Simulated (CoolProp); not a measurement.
Vapour-liquid equilibrium of acetone (1) + n-heptane (2) at 71.65 °C; x and y are mole fractions of (1).

The numbers come from the multi-fluid Helmholtz-energy mixture model, Lemmon 2006 and Span 2003; pair parameters Bell 2016 in CoolProp.

```
x     bubble pressure (kPa)  y at the bubble point  dew pressure at overall composition x (kPa)  liquid density (mol/L)
----  ---------------------  ---------------------  -------------------------------------------  ----------------------
0.05                  67.00                  0.379                                        45.09                   6.534
0.2                   114.8                  0.673                                        53.03                   7.056
0.35                  138.8                  0.753                                        64.25                   7.673
0.5                   151.1                  0.792                                        81.21                   8.419
0.65                  158.8                  0.823                                        109.1                   9.340
0.8                   165.1                  0.865                                        153.3                   10.50
0.95                  168.6                  0.950                                        168.6                   11.98
```

No azeotrope shows between x = 0.05 and 0.95.

Pair parameters are fitted to limited data, so mixtures are less certain than the pure fluids. With so large a gap from Raoult's law the liquid may split in two, which this calculation doesn't test in full.
